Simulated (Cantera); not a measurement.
**Zr + H2O + H2 (tantalum, niobium, vanadium and zirconium in process gases)**

Charge: 1 mol Zr, 1 mol H2O, 66 mol H2.

Method: chemical equilibrium by Gibbs-energy minimisation in Cantera with the NASA 1993 tables (ideal gas, pure condensed phases). Candidate condensed phases: H2O, Zr, ZrO2; 12 gas species. Mutual solubility and eutectic melting of coexisting phases are not modelled. Condensed phases not in the tables: N, O or C dissolved in the metal. Equilibrium is a limit: real reactors are often held back by kinetics, nucleation or transport.

Stable condensed phases:

```
T in K \ P in Pa
            0.10    0.75     5.6      42     320    2400   18000  130000 1000000
   2550        A       A       A       A       A       B       B       B       B
   2500        A       A       A       A       C       B       B       B       B
   2450        A       A       A       A       C       B       B       B       B
   2400        A       A       A       A       B       B       B       B       B
   2350        A       A       A       C       B       B       B       B       B
   2300        A       A       A       C       B       B       B       B       B
   2250        A       A       A       B       B       B       B       B       B
   2200        A       A       C       B       B       B       B       B       B
   2150        A       A       C       B       B       B       B       B       B
   2100        A       C       B       B       B       B       B       B       B
   2050        A       C       B       B       B       B       B       B       B
   2000        C       B       B       B       B       B       B       B       B
   1950        C       B       B       B       B       B       B       B       B
```

A: gas only; B: Zr + ZrO2; C: ZrO2.
